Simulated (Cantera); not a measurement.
A closed system holds: 1 mol SiH4, 0.77 mol NH3, 1.5 mol H2, 29 mol N2, equilibrated at 1398 K and 0.100 bar.

Equilibrium computed with Cantera from the NASA thermochemical tables; the gas is ideal and each condensed phase is pure. Candidate condensed phases: Si, Si3N4; 18 gas species. Rates play no part.

Base state: N2 0.861, H2 0.139 (mole fractions); condensed: Si3N4(s).

Problem. What changes in the equilibrium state with this change: temperature from 1398 K to 1973.15 K?

Solution. 
```json
[
 {"species": "N2", "before": "0.861", "after": "0.862"},
 {"species": "H2", "before": "0.139", "after": "0.136"},
 {"species": "H", "before": "5.59e-6", "after": "0.00157"},
 {"species": "Si", "before": "<1e-9", "after": "0.000316"},
 {"species": "Si2N", "before": "<1e-9", "after": "3.47e-5"},
 {"species": "SiH", "before": "<1e-9", "after": "2.66e-5"},
 {"species": "Si3N4(s), mol", "before": "0.333", "after": "0"},
 {"species": "Si(l), mol", "before": "0", "after": "0.984"}
]
```
The tables' values for SiN are old estimates; treat these amounts as uncertain. Gases not in the tables: Si2H6 and higher silanes.
